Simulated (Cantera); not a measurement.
A perfectly stirred reactor is fed with 4.82 % CH₄, 0.626 % H₂, 19.9 % O₂, 74.7 % N₂, equivalence ratio 0.50, at 1.38 atm; it is adiabatic with a 750 K inlet, and is followed from long to short residence time, starting on the burning branch (τ in s: 0.027, 0.014, 0.0076, 0.0041, 0.0022, 0.0012, 0.00062, 0.00033, 0.00017, 9.3e-05).

Cantera simulation using GRI-Mech 3.0 (53 species, 325 reactions); the numbers are that mechanism's predictions, not measurements.

x: mole fraction; the columns are a selection and need not sum to one.

```tsv
τ (s)	T (K)	x CH₄	x H₂	x O₂	x O	x CH₃
0.027	1844	[?]	0.000130	0.0995	0.000254	3.63e-6
0.014	1840	[?]	0.000195	0.0995	0.000377	5.31e-6
0.0076	1833	[?]	0.000285	0.0996	0.000546	7.47e-6
0.0041	1824	[?]	0.000417	0.0997	0.000790	1.05e-5
0.0022	1811	[?]	0.000606	0.0999	0.00113	1.47e-5
0.0012	1793	[?]	0.000861	0.100	0.00157	2.06e-5
0.00062	1767	[?]	0.00124	0.101	0.00216	3.03e-5
0.00033	1732	[?]	0.00171	0.102	0.00276	4.55e-5
0.00017	1680	[?]	0.00237	0.105	0.00319	7.58e-5
9.3e-5	1611	[?]	0.00337	0.110	0.00286	0.000145
```

### Question
Fill in the missing entries.

### Answer

- 0.027, x CH₄: 1.56e-5
- 0.014, x CH₄: 2.38e-5
- 0.0076, x CH₄: 3.51e-5
- 0.0041, x CH₄: 5.20e-5
- 0.0022, x CH₄: 7.80e-5
- 0.0012, x CH₄: 0.000117
- 0.00062, x CH₄: 0.000189
- 0.00033, x CH₄: 0.000314
- 0.00017, x CH₄: 0.000591
- 9.3e-5, x CH₄: 0.00131
